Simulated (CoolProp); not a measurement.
A closed Brayton cycle with nitrogen: compressor inlet 314.15 K and 0.73 MPa, high pressure 2.06 MPa, turbine inlet 765 K, compressor efficiency 0.89, turbine efficiency 0.85, recuperator effectiveness 0.95 (on enthalpy, no pinch check). Each further row changes one setting.

Values from CoolProp's reference Helmholtz-energy equation of state, Span 2000.

| case | thermal efficiency (%) | net work (kJ/kg) | compressor to turbine work | compressor exit (K) | turbine exit (K) |
|---|---|---|---|---|---|
| as stated | 26.2 | 48.6 | 0.72 | 436.0 | 605.4 |
| turbine inlet 715 K | 21.5 | 36.9 | 0.77 | 436.0 | 564.5 |
| compressor inlet 324.15 K | 24.1 | 44.5 | 0.75 | 449.7 | 605.4 |
| high pressure 1.75 MPa | 28.6 | 46.7 | 0.69 | 414.4 | 627.9 |
| recuperator effectiveness 0.5 | 18.2 | 48.6 | 0.72 | 436.0 | 605.4 |
